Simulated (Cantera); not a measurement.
Input (Python, Cantera) and output of one run.

```python
import numpy as np
import cantera as ct

gas_names = """
    Br Br2 H HBr H2 Si SiBr SiBr2 SiBr3 SiBr4 SiH SiHBr3 SiH2 SiH2Br2 SiH3 SiH3Br SiH4 Si2 Si3
""".split()
cond_names = """
    Br2(cr) Br2(L) Si(cr) Si(L)
""".split()


def load(file, names, dense=False):
    # The tables refer to 1 bar. Condensed volumes are neglected.
    table = {s.name: s for s in ct.Species.list_from_file(file)}
    out = []
    for n in names:
        d = dict(table[n].input_data)
        d["thermo"] = dict(d["thermo"], **{"reference-pressure": 1e5})
        if dense:
            d["equation-of-state"] = {"model": "constant-volume", "density": "1e6 g/cm^3"}
        out.append(ct.Species.from_dict(d))
    return out


gas = ct.Solution(thermo="ideal-gas", species=load("nasa_gas.yaml", gas_names))
cond = {s.name: ct.Solution(thermo="fixed-stoichiometry", species=[s], name=s.name)
        for s in load("nasa_condensed.yaml", cond_names, dense=True)}
atoms = {
    'Si': {'Si': 1},
    'Br2': {'Br': 2},
    'H2': {'H': 2},
}
top_T = {}  # K; cautious upper limits of use, not melting points


def equilibrate(T, P, feed):
    n = {}
    for name, mol in feed.items():
        for a, k in atoms[name].items():
            n[a] = n.get(a, 0.0) + k * mol
    gas.TPX = T, P, n
    mass = sum(n.values()) * gas.mean_molecular_weight
    gas.equilibrate("TP")
    valid = [c for c in cond.values() if c.min_temp <= T <= top_T.get(c.name, c.max_temp)]
    mix = ct.Mixture([(gas, mass / gas.mean_molecular_weight)] + [(c, 0.0) for c in valid])
    mix.T, mix.P = T, P
    mix.equilibrate("TP", solver="vcs", rtol=1e-11, max_steps=5000)
    return mix


results = []
feed = {'Si': 1, 'Br2': 0.53, 'H2': 4.6}  # mol
P = 1000  # Pa
for T in [598, 698, 798, 898, 998, 1098, 1198, 1298, 1398, 1498, 1598, 1698]:
    mix = equilibrate(T, P, feed)
    results.append((T, P, feed, dict(zip(mix.species_names, mix.species_moles))))

top = {s: max(r[3][s] / sum(r[3][g] for g in gas_names) for r in results) for s in gas_names}
cols = sorted((s for s in top if top[s] > 0.0001), key=lambda s: -top[s])[:6]
seen = [c for c in cond_names if any(r[3].get(c, 0) > 1e-12 for r in results)]
print("log10 of partial pressures in bar; condensed amounts in mol")
print(f"{'T/K':>10s}" + "".join(f"{s[:9]:>10s}" for s in cols + seen))
for T, P, feed, n in results:
    ng = sum(n[g] for g in gas_names)
    print(f"{T:10.4g}" + "".join(f"{np.log10(max(n[s] / ng * P / 1e5, 1e-99)):10.3f}" for s in cols)
          + "".join(f"{n.get(c, 0):10.4g}" for c in seen))
```

Output:

```
log10 of partial pressures in bar; condensed amounts in mol
       T/K        H2       HBr     SiBr4     SiBr2        Br    SiHBr3    Si(cr)     Si(L)
       598    -2.025    -5.515    -3.278    -9.733   -15.218    -4.665    0.7326         0
       698    -2.025    -4.695    -3.284    -7.821   -12.516    -4.595    0.7342         0
       798    -2.027    -4.088    -3.299    -6.401   -10.493    -4.554    0.7412         0
       898    -2.033    -3.628    -3.340    -5.317    -8.927    -4.548    0.7587         0
       998    -2.044    -3.282    -3.437    -4.488    -7.690    -4.596    0.7873         0
      1098    -2.060    -3.042    -3.671    -3.892    -6.717    -4.755    0.8124         0
      1198    -2.074    -2.923    -4.183    -3.558    -5.985    -5.125    0.8134         0
      1298    -2.078    -2.900    -4.941    -3.440    -5.446    -5.679    0.8019         0
      1398    -2.078    -2.909    -5.706    -3.400    -5.013    -6.238    0.7915         0
      1498    -2.078    -2.922    -6.394    -3.380    -4.643    -6.741    0.7838         0
      1598    -2.078    -2.938    -7.008    -3.371    -4.322    -7.190    0.7793         0
      1698    -2.078    -2.953    -7.563    -3.376    -4.040    -7.599         0    0.7794
```

These are equilibrium values from Cantera (NASA tables, ideal gas, pure condensed phases), not measurements of a reactor. The tables' values for SiBr3, SiBr are old estimates; treat these amounts as uncertain. Gases not in the tables: Si2H6 and higher silanes.
